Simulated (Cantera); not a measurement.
Feed: 1 mol SiH₂Cl₂, 0.068 mol O₂, 170 mol N₂, equilibrated at 748.15 K and 0.00620 bar.

Cantera equilibrium calculation (NASA polynomials, part measured and part estimated; ideal gas, pure solids and liquids). Candidate condensed phases: H₂O, NH₄Cl, Si, SiO₂, Si₂N₂O, Si₃N₄; 47 gas species. N₂ is the only nitrogen source here; it is nearly inert below about 1500 K, so the nitride shown seldom forms there in practice. Kinetics and transport are ignored.

Base state: N₂ 0.989, HCl 0.00885, H₂ 0.00141, SiCl₄ 0.000705 (mole fractions); condensed: Si₂N₂O(s) + Si₃N₄(s).

Q: What changes in the equilibrium state with this change: N₂ from 170 to 32 mol?

A: 
```csv
species,before,after
N₂,0.989,0.945
HCl,0.00885,0.0393
H₂,0.00141,0.0104
SiCl₄,0.000705,0.00519
"Si₂N₂O(s), mol",0.136,0.136
"Si₃N₄(s), mol",0.202,0.185
```
